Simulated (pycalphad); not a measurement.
CALPHAD calculation (pycalphad, COST 507 light-alloy database (1999)), 1 atm. These are 1990s assessments: newer ones move some temperatures and phases. Amounts are mole fractions of atoms. Diffusion is slow at the low end, where real alloys seldom reach equilibrium.

Task: Give the equilibrium state of Ti-15.83Hf-0.2256B (wt.%) at 1450 K.

Result: BCC_A2, fraction 0.981, with 16.0 Hf, 0.03 B wt.%; BM, fraction 0.019, with 2.4 Hf, 18.1 B wt.%.

Task: Give the equilibrium state of Ti-15.83Hf-0.2256B (wt.%) at 900 K.

Result: 
```
T = 900.00 K, P = 101325 Pa, N = 1 mol of atoms
G = -41724 J/mol, H = 16093 J/mol, S = 64.24 J/(mol K)  (SER reference)
chemical potentials (J/mol): Ti -38778, Hf -68659, B -174826
phase             fraction      x(Ti)      x(Hf)       x(B)
HCP_A3              0.9791     0.9507     0.0486   0.000767
BM                  0.0209     0.4976     0.0024     0.5000
```

Database names, with the compositions (at.%) that they take in these runs: BM: Ti 49 B 50 Hf 0. BCC_A2 is bcc; HCP_A3 is hcp.
